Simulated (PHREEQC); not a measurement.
# Acid rinse or clean

Make-up at 25 °C: 0.019 mol HF and 0.24 mol NaCl per kg of water. Closed to the air; pH follows from the charge balance.

All values are PHREEQC results (ion-association model, phreeqc.dat), not measurements.

Precipitation was switched off in this run.

Task: Predict the pH, density.

Result: pH 2.44; density 1.007 g/cm³.

Task: In which forms is F present?

Result: HF 75 %, F- 21 %, HF2- 2.3 %, NaF 1.4 % of the F.
